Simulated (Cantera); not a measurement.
A closed system holds: 1 mol ZrO₂, 560 mol H₂, at 0.0930 bar.

These are equilibrium values from Cantera (NASA tables, ideal gas, pure condensed phases), not measurements of a reactor. Candidate condensed phases: H₂O, Zr, ZrO₂; 12 gas species. Equilibrium is a limit: real reactors are often held back by kinetics, nucleation or transport.

x: gas mole fraction; n: condensed amount in mol.

```tsv
T (K)	x H₂	x H	x H₂O	x ZrO	n ZrO₂(monoclinic)	n ZrO₂(tetragonal)
1448	1.000	3.02e-5	1.38e-9	<1e-12	1.00	0
1498	1.000	5.63e-5	3.11e-9	[?]	0	1.000
1548	1.000	0.000101	6.60e-9	[?]	0	1.000
1598	1.000	0.000175	1.34e-8	[?]	0	1.000
1648	1.000	0.000292	2.60e-8	[?]	0	1.000
1698	1.000	0.000474	4.84e-8	[?]	0	1.000
1748	0.999	0.000749	8.71e-8	[?]	0	1.000
1798	0.999	0.00115	1.51e-7	[?]	0	1.000
1848	0.998	0.00174	2.55e-7	[?]	0	1.000
1898	0.997	0.00256	4.19e-7	[?]	0	1.000
```

Q: Some entries are withheld; supply them.

A: 
- 1498, x ZrO: 2.23e-12
- 1548, x ZrO: 1.11e-11
- 1598, x ZrO: 4.99e-11
- 1648, x ZrO: 2.05e-10
- 1698, x ZrO: 7.72e-10
- 1748, x ZrO: 2.69e-9
- 1798, x ZrO: 8.76e-9
- 1848, x ZrO: 2.67e-8
- 1898, x ZrO: 7.66e-8
